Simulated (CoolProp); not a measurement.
n-perfluorobutane along the isobar 2800 kPa: fugacity coefficient from the reference equation and from simpler models built on Tc = 386.3 K, pc = 2322 kPa, ω = 0.372; each cubic takes its own stable root.

Model: reference Helmholtz-energy equation of state, Gao 2022, in CoolProp.

```json
[
 {"T (K)": "347.3", "phase": "liquid", "reference": "0.3225"},
 {"T (K)": "358.7", "phase": "liquid", "reference": "0.3925"},
 {"T (K)": "370.1", "phase": "liquid", "reference": "0.4672"},
 {"T (K)": "381.5", "phase": "liquid", "reference": "0.5441"},
 {"T (K)": "392.9", "phase": "supercritical", "reference": "0.6179"},
 {"T (K)": "404.3", "phase": "supercritical", "reference": "0.6704"},
 {"T (K)": "415.8", "phase": "supercritical", "reference": "0.7076"},
 {"T (K)": "427.2", "phase": "supercritical", "reference": "0.7381"},
 {"T (K)": "438.6", "phase": "supercritical", "reference": "0.7643"},
 {"T (K)": "450", "phase": "supercritical", "reference": "0.7874"}
]
```

**Question.** How far does each simpler model (van der Waals, Redlich-Kwong, Soave-Redlich-Kwong, Peng-Robinson) lie from the reference over these 10 states: mean and median of the absolute difference, and the worst?

**Answer.** 
- van der Waals: mean 10.8 %, median 3.2 %, worst +41.9 % at 347.3 K and 2800 kPa
- Redlich-Kwong: mean 5.5 %, median 3.6 %, worst +17.2 % at 347.3 K and 2800 kPa
- Soave-Redlich-Kwong: mean 0.6 %, median 0.2 %, worst +1.8 % at 347.3 K and 2800 kPa
- Peng-Robinson: mean 3.3 %, median 3.4 %, worst -4.0 % at 404.3 K and 2800 kPa
